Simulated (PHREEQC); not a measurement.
0.015 g of hydrous ferric oxide (600 m²/g; 0.2 weak and 0.005 strong sites per Fe, Dzombak-Morel constants, diffuse double layer) in 1 kg of water with 0.005 mol/kgw of an inert sodium salt, at 25 °C; the pH is set by adding NaOH or the inert anion's acid. Oxygen alone is held at its pressure in air (log pO2 = -0.68). The system is closed to CO2. No solid was allowed to form.

Base run: PHREEQC, ion-association model, wateq4f.dat. Each further column changes one thing. The table gives surface charge σ (C/m²).

```tsv
pH	base	background salt from 0.005 to 0.0005 mol/kgw	oxide from 0.015 to 0.075 g/kgw	1.2e-05 mol/kgw BaCl2 added
3	0.302	0.238	0.303	0.302
3.5	0.242	…	0.242	0.242
4.5	0.131	…	0.131	0.131
5	0.090	0.038	0.090	0.090
6	0.037	0.014	0.038	0.038
6.5	0.023	0.008	0.023	0.023
7.5	0.006	…	0.006	0.006
8	0.001	0.000	0.001	0.001
9	-0.009	-0.003	-0.009	…
9.5	-0.018	-0.006	-0.018	-0.015
10.5	-0.050	-0.023	-0.050	-0.031
11	-0.081	-0.049	-0.081	-0.041
```

Fill in the missing entries.


- 3.5, background salt from 0.005 to 0.0005 mol/kgw: 0.152
- 4.5, background salt from 0.005 to 0.0005 mol/kgw: 0.061
- 7.5, background salt from 0.005 to 0.0005 mol/kgw: 0.002
- 9, 1.2e-05 mol/kgw BaCl2 added: -0.008

The oxide is taken as insoluble; below pH 4 it would dissolve.
